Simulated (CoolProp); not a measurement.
R11 along the isobar 0.101 MPa: Z from the reference equation and from simpler models built on Tc = 471.1 K, pc = 4.408 MPa, ω = 0.189; each cubic takes its own stable root.

The numbers come from the reference Helmholtz-energy equation of state, Jacobsen 1992 in CoolProp.

```json
[
 {"T (K)": "208.6", "phase": "liquid", "reference": "0.004779"},
 {"T (K)": "219.9", "phase": "liquid", "reference": "0.004598"},
 {"T (K)": "231.3", "phase": "liquid", "reference": "0.004437"},
 {"T (K)": "242.6", "phase": "liquid", "reference": "0.004294"},
 {"T (K)": "253.9", "phase": "liquid", "reference": "0.004167"},
 {"T (K)": "265.3", "phase": "liquid", "reference": "0.004053"},
 {"T (K)": "276.6", "phase": "liquid", "reference": "0.003952"},
 {"T (K)": "287.9", "phase": "liquid", "reference": "0.003863"},
 {"T (K)": "299.3", "phase": "gas", "reference": "0.9648"},
 {"T (K)": "310.6", "phase": "gas", "reference": "0.9695"},
 {"T (K)": "321.9", "phase": "gas", "reference": "0.9733"},
 {"T (K)": "333.3", "phase": "gas", "reference": "0.9763"},
 {"T (K)": "344.6", "phase": "gas", "reference": "0.9789"}
]
```

How far does each simpler model (van der Waals, Redlich-Kwong, Peng-Robinson) lie from the reference over these 13 states: mean and median of the absolute difference, and the worst?


- van der Waals: mean 10859.9 %, median 60.2 %, worst +25227.5 % at 287.9 K and 0.101 MPa
- Redlich-Kwong: mean 1925.7 %, median 7.5 %, worst +24979.0 % at 287.9 K and 0.101 MPa
- Peng-Robinson: mean 3.6 %, median 5.3 %, worst -6.4 % at 287.9 K and 0.101 MPa

At some of these states van der Waals, Redlich-Kwong gives the other phase, because its saturation line lies elsewhere.
